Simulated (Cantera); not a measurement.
Input (Python, Cantera) and output of one run.

```python
import numpy as np
import cantera as ct

gas_names = """
    CL CL2 H HCL H2 Si SiCL SiCL2 SiCL3 SiCL4 SiH SiHCL3 SiH2 SiH2CL2 SiH3 SiH3CL SiH4 Si2 Si3
""".split()
cond_names = """
    Si(cr) Si(L)
""".split()


# ... load() reads the species with a 1 bar reference pressure and builds the phases ...
atoms = {
    'Si': {'Si': 1},
    'Cl2': {'CL': 2},
    'H2': {'H': 2},
}
top_T = {}  # K; cautious upper limits of use, not melting points


# ... equilibrate(T, P, feed) seeds the gas with the atoms and calls Mixture.equilibrate('TP', solver="vcs", rtol=1e-11, max_steps=5000) ...
results = []
feed = {'Si': 1, 'Cl2': 2.9, 'H2': 0.16}  # mol
T = 1400  # K
for P in [1, 6.8, 46, 320, 2200, 15000, 100000]:
    mix = equilibrate(T, P, feed)
    results.append((T, P, feed, dict(zip(mix.species_names, mix.species_moles))))

top = {s: max(r[3][s] / sum(r[3][g] for g in gas_names) for r in results) for s in gas_names}
cols = sorted((s for s in top if top[s] > 1e-05), key=lambda s: -top[s])[:9]
seen = [c for c in cond_names if any(r[3].get(c, 0) > 1e-12 for r in results)]
print("log10 of partial pressures in bar; condensed amounts in mol")
print(f"{'P/Pa':>10s}" + "".join(f"{s[:9]:>10s}" for s in cols + seen))
for T, P, feed, n in results:
    ng = sum(n[g] for g in gas_names)
    print(f"{P:10.4g}" + "".join(f"{np.log10(max(n[s] / ng * P / 1e5, 1e-99)):10.3f}" for s in cols)
          + "".join(f"{n.get(c, 0):10.4g}" for c in seen))
```

It prints:

```
log10 of partial pressures in bar; condensed amounts in mol
      P/Pa        CL     SiCL4       CL2       HCL     SiCL3     SiCL2
         1    -5.275    -5.470    -7.457    -5.947    -6.917    -7.736
       6.8    -4.470    -4.609    -5.847    -5.101    -6.861    -8.486
        46    -3.739    -3.748    -4.385    -4.242    -6.731    -9.086
       320    -3.138    -2.861    -3.184    -3.356    -6.445    -9.401
      2200    -2.644    -1.994    -2.196    -2.489    -6.072    -9.521
   1.5e+04    -2.199    -1.147    -1.305    -1.642    -5.670    -9.566
     1e+05    -1.776    -0.318    -0.459    -0.812    -5.264    -9.582
```

Cantera equilibrium calculation (NASA polynomials, part measured and part estimated; ideal gas, pure solids and liquids). The tables' values for SiCl3 are old estimates; treat these amounts as uncertain.
